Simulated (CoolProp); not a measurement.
Vapour-liquid equilibrium of CHF3 (R23) (1) + CH2F2 (R32) (2) at 0.542 MPa; x and y are mole fractions of (1).

Values from CoolProp's multi-fluid Helmholtz-energy mixture model, Penoncello 2003 and Tillner-Roth 1997; pair parameters Bell 2016.

```
x     bubble temperature, mixture model (°C)  bubble temperature, Raoult's law (°C)  y, mixture model  y, Raoult's law
----  --------------------------------------  -------------------------------------  ----------------  ---------------
0.05                                   -15.0                                  -15.2             0.132            0.149
0.15                                   -20.3                                  -20.6             0.346            0.379
0.25                                   -25.0                                  -25.3             0.508            0.543
0.35                                   -29.1                                  -29.4             0.631            0.664
0.45                                   -32.7                                  -33.0             0.726            0.755
0.55                                   -35.9                                  -36.1             0.800            0.825
0.65                                   -38.8                                  -39.0             0.860            0.880
0.75                                   -41.4                                  -41.5             0.908            0.924
0.85                                   -43.7                                  -43.8             0.949            0.959
0.95                                   -45.9                                  -45.9             0.984            0.988
```

The largest gap from Raoult's law is +0.3 K in bubble temperature, at x = 0.25. No azeotrope shows between x = 0.05 and 0.95.

The pair parameters rest on a limited set of measurements; away from them the model extrapolates.
